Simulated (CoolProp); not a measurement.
Vapour-liquid equilibrium of dimethyl carbonate (1) + n-nonane (2) at 13.1 bar; x and y are mole fractions of (1).

The numbers come from the multi-fluid Helmholtz-energy mixture model, Zhou 2011 and Lemmon 2006; pair parameters Bell 2016 in CoolProp.

```tsv
x	bubble temperature, mixture model (°C)	bubble temperature, Raoult's law (°C)	y, mixture model	y, Raoult's law
0.05	271.9	273.8	0.133	0.162
0.125	?	262.9	?	0.347
0.2	244.6	253.7	?	0.485
0.275	234.4	245.6	0.572	0.591
0.35	226.4	238.5	0.650	0.675
0.425	220.2	232.1	0.708	0.743
0.5	?	226.3	?	0.798
0.575	211.4	221.1	0.790	0.844
0.65	?	216.3	0.823	0.883
0.725	205.5	212.0	?	0.915
0.8	203.2	207.9	?	0.943
0.875	201.2	204.2	0.922	0.967
0.95	199.4	200.7	0.965	0.988
```

Question: Some entries are withheld; supply them.

Answer: 
- 0.125, bubble temperature, mixture model (°C): 257.3
- 0.125, y, mixture model: 0.318
- 0.2, y, mixture model: 0.465
- 0.5, bubble temperature, mixture model (°C): 215.3
- 0.5, y, mixture model: 0.753
- 0.65, bubble temperature, mixture model (°C): 208.2
- 0.725, y, mixture model: 0.854
- 0.8, y, mixture model: 0.887

The largest gap from Raoult's law is -12.1 K in bubble temperature, at x = 0.35. No azeotrope shows between x = 0.05 and 0.95.

Pair parameters are fitted to limited data, so mixtures are less certain than the pure fluids.
